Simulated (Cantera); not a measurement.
Input (Python, Cantera) and output of one run.

```python
import numpy as np
import cantera as ct

gas_names = [...]  # 109 gases of nasa_gas.yaml made of C, Cl, H, Si
cond_names = """
    C(gr) C6H6(L) C7H8(L) C8H18(L),n-octa Si(cr) Si(L) SiC(b)
""".split()


# ... load() reads the species with a 1 bar reference pressure and builds the phases ...
atoms = {
    'SiH2Cl2': {'Si': 1, 'H': 2, 'CL': 2},
    'C2H2': {'C': 2, 'H': 2},
    'H2': {'H': 2},
}
top_T = {'C(gr)': 4500, 'SiC(b)': 3050}  # K; cautious upper limits of use, not melting points


# ... equilibrate(T, P, feed) seeds the gas with the atoms and calls Mixture.equilibrate('TP', solver="vcs", rtol=1e-11, max_steps=5000) ...
results = []
feed = {'SiH2Cl2': 1, 'C2H2': 0.0072, 'H2': 91}  # mol
P = 270  # Pa
for T in [1598, 1748, 1898, 2048, 2198, 2348, 2498]:
    mix = equilibrate(T, P, feed)
    results.append((T, P, feed, dict(zip(mix.species_names, mix.species_moles))))
    x = sorted(zip(gas.X, gas.species_names), reverse=True)
    print(f"T = {T:g} K  P = {P:g} Pa  gas = {mix.phase_moles(0):.4g} mol")
    print("   x: " + "  ".join(f"{s} {v:.3e}" for v, s in x if v > 0.0001))
    print("   condensed (mol): " + ("  ".join(f"{mix.phase(i).name} {mix.phase_moles(i):.4g}"
          for i in range(1, mix.n_phases) if mix.phase_moles(i) > 1e-12) or "none"))
```

Output:

```
T = 1598 K  P = 270 Pa  gas = 93.06 mol
   x: H2 9.787e-01  HCL 1.894e-02  SiCL2 1.261e-03  H 1.013e-03
   condensed (mol): Si(cr) 0.8629  SiC(b) 0.01439
T = 1748 K  P = 270 Pa  gas = 93.27 mol
   x: H2 9.748e-01  HCL 1.888e-02  H 4.341e-03  SiCL2 1.218e-03  Si 5.391e-04
   condensed (mol): Si(L) 0.8093  SiC(b) 0.01399
T = 1898 K  P = 270 Pa  gas = 94.17 mol
   x: H2 9.601e-01  HCL 1.880e-02  H 1.474e-02  Si 4.550e-03  SiCL2 9.982e-04  SiCL 2.262e-04  CL 2.178e-04  SiH 2.021e-04
   condensed (mol): Si(L) 0.4011  SiC(b) 0.00683
T = 2048 K  P = 270 Pa  gas = 95.96 mol
   x: H2 9.282e-01  H 4.152e-02  HCL 1.937e-02  Si 9.227e-03  CL 6.415e-04  SiCL2 3.020e-04  SiH 2.807e-04  SiCL 2.286e-04  Si2C 1.298e-04
   condensed (mol): none
T = 2198 K  P = 270 Pa  gas = 99 mol
   x: H2 8.700e-01  H 9.996e-02  HCL 1.843e-02  Si 9.570e-03  CL 1.541e-03  SiH 2.061e-04  SiCL 1.225e-04
   condensed (mol): none
T = 2348 K  P = 270 Pa  gas = 105.1 mol
   x: H2 7.638e-01  H 2.077e-01  HCL 1.586e-02  Si 9.253e-03  CL 3.091e-03  SiH 1.419e-04
   condensed (mol): none
T = 2498 K  P = 270 Pa  gas = 115.9 mol
   x: H2 6.020e-01  H 3.721e-01  HCL 1.199e-02  Si 8.485e-03  CL 5.239e-03
   condensed (mol): none
```

Equilibrium computed with Cantera from the NASA thermochemical tables; the gas is ideal and each condensed phase is pure. Mutual solubility and eutectic melting of coexisting phases are not modelled. The tables' values for SiCl are old estimates; treat these amounts as uncertain. Gases not in the tables: Si2H6 and higher silanes.
